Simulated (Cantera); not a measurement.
# Premixed flame

A freely propagating, adiabatic, planar premixed flame of 10.5 % CO, 0.955 % H2, 3.15 % CH4, 17.9 % O2, 67.5 % N2, unburnt at 475 K and 4.20 bar; mixture-averaged transport, grid criteria slope 0.08 and curve 0.16, no radiation.

Cantera simulation using GRI-Mech 3.0 (53 species, 325 reactions); the numbers are that mechanism's predictions, not measurements. Burning velocities carry a grid error of a few per cent, more on coarse grids.

| z (mm) | T (K) | u (m/s) | x CO | x H2 | x CH4 | x C2H4 | x NO | x CH2 |
|---|---|---|---|---|---|---|---|---|
| -0.465 | 475 | 0.411 | 0.105 | 0.00931 | 0.0315 | <1e-8 | <1e-8 | <1e-8 |
| -0.310 | 477 | 0.413 | 0.105 | 0.00887 | 0.0314 | 2.28e-8 | <1e-8 | <1e-8 |
| -0.233 | 486 | 0.421 | 0.105 | 0.00834 | 0.0312 | 1.50e-7 | <1e-8 | <1e-8 |
| -0.155 | 529 | 0.457 | 0.104 | 0.00738 | 0.0300 | 1.05e-6 | 2.14e-8 | <1e-8 |
| -0.0775 | 799 | 0.690 | 0.0965 | 0.00575 | 0.0224 | 1.14e-5 | 4.73e-7 | <1e-8 |
| -0.0388 | 1134 | 0.974 | 0.0857 | 0.00479 | 0.0127 | 2.51e-5 | 1.86e-6 | 2.49e-7 |
| 0 | 1505 | 1.28 | 0.0671 | 0.00342 | 0.00258 | 1.04e-5 | 4.03e-6 | 2.94e-6 |
| 0.0388 | 1710 | 1.44 | 0.0434 | 0.00192 | 0.000103 | 1.53e-7 | 6.90e-6 | 4.62e-7 |
| 0.0775 | 1820 | 1.51 | 0.0274 | 0.00144 | 2.35e-6 | <1e-8 | 9.76e-6 | 1.78e-8 |
| 0.155 | 1935 | 1.60 | 0.0136 | 0.00104 | <1e-8 | <1e-8 | 1.42e-5 | <1e-8 |
| 0.310 | 2016 | 1.65 | 0.00593 | 0.000524 | <1e-8 | <1e-8 | 1.93e-5 | <1e-8 |
| 0.620 | 2057 | 1.68 | 0.00228 | 0.000206 | <1e-8 | <1e-8 | 2.38e-5 | <1e-8 |
| 1.24 | 2071 | 1.69 | 0.000933 | 9.40e-5 | <1e-8 | <1e-8 | 2.79e-5 | <1e-8 |
x: mole fraction of selected species; z is measured from the peak of heat release.

```
Quantity                     Result
------------------------  ---------
laminar burning velocity  41.1 cm/s
thermal thickness          0.155 mm
peak x(C2H4)                2.59e-5
peak x(CH2)                 2.94e-6
grid points                     142
```
